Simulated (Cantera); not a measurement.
**Ignition delay**

Mixture: CH4 : O2 : N2 = 1 : 1.67 : 6.27 (molar parts), equivalence ratio 1.2, at 0.987 atm, adiabatic and at constant pressure. Ignition delay is the time to a rise of 400 K.

Model: GRI-Mech 3.0 (53 species, 325 reactions), integrated in Cantera.

```csv
T0 (K),delay (ms)
1075,343
1150,106
1225,35.5
1300,12.9
1375,5.07
1450,2.14
```

```
Quantity                                                Result
--------------------------------------------------  ----------
apparent activation energy between 1300 and 1450 K  190 kJ/mol
```
